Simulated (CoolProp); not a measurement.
Vapour-liquid equilibrium of R13 (1) + n-butane (2) at 2.03 bar; x and y are mole fractions of (1).

The numbers come from the multi-fluid Helmholtz-energy mixture model, Platzer 1990 and Bücker 2006; pair parameters Bell 2016 in CoolProp. This equation is an older, rougher fit; its heat capacities, sound speeds and derivatives of the liquid may be far off and weren't checked against measurements.

```csv
x,bubble temperature (K),y at the bubble point,dew temperature at overall composition x (K),liquid density (mol/L)
0.05,264.8,0.634,290.8,10.57
0.15,237.7,0.900,287.4,11.25
0.25,226.7,0.949,283.7,11.67
0.35,221.0,0.966,279.7,12.01
0.45,217.5,0.975,275.1,12.31
0.55,215.0,0.980,269.9,12.60
0.65,212.9,0.985,263.7,12.90
0.75,210.9,0.989,256.0,13.20
0.85,209.0,0.993,245.3,13.51
0.95,206.9,0.998,226.4,13.85
```

No azeotrope shows between x = 0.05 and 0.95.

Pair parameters are fitted to limited data, so mixtures are less certain than the pure fluids. With so large a gap from Raoult's law the liquid may split in two, which this calculation doesn't test in full.
